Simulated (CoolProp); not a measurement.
The fluid at 293.15 K and 0.396 MPa (stagnation) flows isentropically through a choked orifice. The same conditions are run with several fluids, on thermodynamics alone (safety and materials aside).

Values from CoolProp's reference Helmholtz-energy equation of state of each fluid (fluoroethane (R161): Wu 2012; carbon dioxide: Span 1996; R13: Platzer 1990; R1132(E): Akasaka 2024; hydrogen sulfide: Lemmon 2006). The equations of Platzer and Polt are older, rougher fits.

```json
[
 {"fluid": "fluoroethane (R161)", "throat to inlet pressure ratio": "0.573", "mass flux (kg/(m² s))": "1160", "throat temperature (K)": "268.6"},
 {"fluid": "carbon dioxide", "throat to inlet pressure ratio": "0.544", "mass flux (kg/(m² s))": "1130", "throat temperature (K)": "254.3"},
 {"fluid": "R13", "throat to inlet pressure ratio": "0.577", "mass flux (kg/(m² s))": "1680", "throat temperature (K)": "272.3"},
 {"fluid": "R1132(E)", "throat to inlet pressure ratio": "0.573", "mass flux (kg/(m² s))": "1330", "throat temperature (K)": "269.7"},
 {"fluid": "hydrogen sulfide", "throat to inlet pressure ratio": "0.542", "mass flux (kg/(m² s))": "1010", "throat temperature (K)": "251.7"}
]
```
